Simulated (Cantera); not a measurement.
Predominance diagram of Ti at 1377 °C against the partial pressures of O2 and CO (log10, bar). Source: NASA polynomial tables (part measured, part estimated), evaluated in Cantera. Candidates: Ti(β), TiC(s), TiO(s), TiO2(rutile), Ti2O3(s), Ti3O5(s), Ti4O7(s). Only these pure phases compete in this equilibrium. TiC, TiO: taken at fixed stoichiometry. Not in the tables: Magnéli phases beyond Ti4O7, TiC-TiO solid solutions.

**Question.** Which phase is stable at these pairs, and which metal-bearing vapour leads over it? (-7.2, -8.6); (-9.8, -6.1); (-12.4, -2.4); (-15, -4.9); (-2.6, -11); (-5.9, -8.6); (0, -4.9)

**Answer.** 
| log p(O2) | log p(CO) | phase | chief vapour | log p (bar) |
|---|---|---|---|---|
| -7.2 | -8.6 | TiO2(rutile) | TiO2 | -10.1 |
| -9.8 | -6.1 | TiO2(rutile) | TiO2 | -10.1 |
| -12.4 | -2.4 | TiO2(rutile) | TiO2 | -10.1 |
| -15 | -4.9 | Ti3O5(s) | TiO | -10.3 |
| -2.6 | -11 | TiO2(rutile) | TiO2 | -10.1 |
| -5.9 | -8.6 | TiO2(rutile) | TiO2 | -10.1 |
| 0 | -4.9 | TiO2(rutile) | TiO2 | -10.1 |
